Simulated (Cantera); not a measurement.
## Ignition delay

Mixture: 4.32 % CH4, 3.28 % H2, 19.4 % O2, 73.0 % N2, equivalence ratio 0.53, at 1.01 bar, adiabatic and at constant pressure. Ignition delay is the time to a rise of 400 K.

Detailed kinetics in Cantera: GRI-Mech 3.0 (53 species, 325 reactions).

```json
[
 {"T0 (K)": "1325", "delay (ms)": "0.362"},
 {"T0 (K)": "1400", "delay (ms)": "0.224"},
 {"T0 (K)": "1475", "delay (ms)": "0.148"},
 {"T0 (K)": "1550", "delay (ms)": "0.102"},
 {"T0 (K)": "1625", "delay (ms)": "0.0728"}
]
```

- apparent activation energy between 1475 and 1625 K = 94 kJ/mol
